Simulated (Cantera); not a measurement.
Input (Python, Cantera) and output of one run.

```python
import numpy as np
import cantera as ct

gas_names = """
    Fe H H2 H2S N NH NH2 NH3 N2 N2H2 N2H4 S SH SN S2 S8
""".split()
cond_names = """
    Fe(a) Fe(c) Fe(d) Fe(L) FeS(a) FeS(b) FeS(c) FeS(L) FeS2(s) S(cr1) S(cr2) S(L)
""".split()


# ... load() reads the species with a 1 bar reference pressure and builds the phases ...
atoms = {
    'FeS': {'Fe': 1, 'S': 1},
    'H2': {'H': 2},
    'N2': {'N': 2},
}
top_T = {'FeS2(s)': 1010}  # K; cautious upper limits of use, not melting points


# ... equilibrate(T, P, feed) seeds the gas with the atoms and calls Mixture.equilibrate('TP', solver="vcs", rtol=1e-11, max_steps=5000) ...
results = []
feed = {'FeS': 1, 'H2': 17, 'N2': 9}  # mol
P = 2100  # Pa
for T in [1250, 1325, 1400, 1475, 1550, 1625, 1700, 1775]:
    mix = equilibrate(T, P, feed)
    results.append((T, P, feed, dict(zip(mix.species_names, mix.species_moles))))

top = {s: max(r[3][s] / sum(r[3][g] for g in gas_names) for r in results) for s in gas_names}
cols = sorted((s for s in top if top[s] > 1e-06), key=lambda s: -top[s])[:7]
seen = [c for c in cond_names if any(r[3].get(c, 0) > 1e-12 for r in results)]
print("log10 of partial pressures in bar; condensed amounts in mol")
print(f"{'T/K':>10s}" + "".join(f"{s[:9]:>10s}" for s in cols + seen))
for T, P, feed, n in results:
    ng = sum(n[g] for g in gas_names)
    print(f"{T:10.4g}" + "".join(f"{np.log10(max(n[s] / ng * P / 1e5, 1e-99)):10.3f}" for s in cols)
          + "".join(f"{n.get(c, 0):10.4g}" for c in seen))
```

It prints:

```
log10 of partial pressures in bar; condensed amounts in mol
       T/K        H2        N2       H2S        S2        SH         H        Fe     Fe(c)     Fe(d)    FeS(c)    FeS(L)
      1250    -1.865    -2.139    -4.121    -6.894    -6.688    -7.248    -9.606   0.09428         0    0.9057         0
      1325    -1.866    -2.139    -3.964    -6.150    -6.140    -6.719    -8.659    0.1371         0    0.8629         0
      1400    -1.867    -2.139    -3.827    -5.491    -5.654    -6.247    -7.815    0.1953         0    0.8047         0
      1475    -1.869    -2.139    -3.716    -4.921    -5.229    -5.822    -7.059    0.2756         0         0    0.7243
      1550    -1.870    -2.139    -3.662    -4.500    -4.893    -5.437    -6.378    0.3643         0         0    0.6352
      1625    -1.873    -2.140    -3.615    -4.120    -4.588    -5.088    -5.761    0.5219         0         0     0.476
      1700    -1.876    -2.143    -3.574    -3.774    -4.312    -4.770    -5.201         0     0.813         0    0.1792
      1775    -1.878    -2.145    -3.620    -3.625    -4.142    -4.478    -4.691         0    0.9744         0         0
```

Cantera equilibrium calculation (NASA polynomials, part measured and part estimated; ideal gas, pure solids and liquids). Metal and sulfide melt together well below either melting point, which pure phases cannot show. Mutual solubility and eutectic melting of coexisting phases are not modelled. FeS: taken at fixed stoichiometry. Gases not in the tables: S3 to S7.
